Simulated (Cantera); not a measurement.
Cantera run:

```python
import numpy as np
import cantera as ct

gas_names = """
    H HO2 H2 H2O H2O2 Nb NbO NbO2 O OH O2 O3
""".split()
cond_names = """
    H2O(s) H2O(L) Nb(cr) Nb(L) NbO(s) NbO(L) NbO2(I) NbO2(II) NbO2(III) NbO2(L) Nb2O5(s) Nb2O5(L)
""".split()


# ... load() reads the species with a 1 bar reference pressure and builds the phases ...
atoms = {
    'Nb2O5': {'Nb': 2, 'O': 5},
    'H2': {'H': 2},
    'H2O': {'H': 2, 'O': 1},
}
top_T = {}  # K; cautious upper limits of use, not melting points


# ... equilibrate(T, P, feed) seeds the gas with the atoms and calls Mixture.equilibrate('TP', solver="vcs", rtol=1e-11, max_steps=5000) ...
results = []
feed = {'Nb2O5': 1, 'H2': 79, 'H2O': 0.086}  # mol
P = 60  # Pa
for T in [825, 850, 875, 900, 925, 950, 975, 1000, 1025, 1050, 1075, 1100, 1125, 1150]:
    mix = equilibrate(T, P, feed)
    results.append((T, P, feed, dict(zip(mix.species_names, mix.species_moles))))

top = {s: max(r[3][s] / sum(r[3][g] for g in gas_names) for r in results) for s in gas_names}
cols = sorted((s for s in top if top[s] > 1e-06), key=lambda s: -top[s])[:6]
seen = [c for c in cond_names if any(r[3].get(c, 0) > 1e-12 for r in results)]
print("log10 of partial pressures in bar; condensed amounts in mol")
print(f"{'T/K':>10s}" + "".join(f"{s[:9]:>10s}" for s in cols + seen))
for T, P, feed, n in results:
    ng = sum(n[g] for g in gas_names)
    print(f"{T:10.4g}" + "".join(f"{np.log10(max(n[s] / ng * P / 1e5, 1e-99)):10.3f}" for s in cols)
          + "".join(f"{n.get(c, 0):10.4g}" for c in seen))
```

Result:

```
log10 of partial pressures in bar; condensed amounts in mol
       T/K        H2       H2O         H   NbO2(I)  NbO2(II)  Nb2O5(s)
       825    -3.222    -6.185   -12.712         0         0         1
       850    -3.222    -6.070   -12.300   0.05258         0    0.9737
       875    -3.223    -5.960   -11.911    0.1173         0    0.9413
       900    -3.223    -5.856   -11.544    0.1956         0    0.9022
       925    -3.223    -5.757   -11.196    0.2892         0    0.8554
       950    -3.223    -5.664   -10.866       0.4         0       0.8
       975    -3.224    -5.575   -10.554      0.53         0     0.735
      1000    -3.224    -5.490   -10.256    0.6813         0    0.6594
      1025    -3.225    -5.409    -9.973    0.8558         0    0.5721
      1050    -3.225    -5.332    -9.704     1.056         0     0.472
      1075    -3.226    -5.258    -9.446     1.284         0     0.358
      1100    -3.227    -5.184    -9.201         0     1.554    0.2231
      1125    -3.228    -5.109    -8.966         0     1.881   0.05968
      1150    -3.228    -5.084    -8.741         0         2         0
```

Equilibrium computed with Cantera from the NASA thermochemical tables; the gas is ideal and each condensed phase is pure. Mutual solubility and eutectic melting of coexisting phases are not modelled. Condensed phases not in the tables: the oxides between NbO2 and Nb2O5.
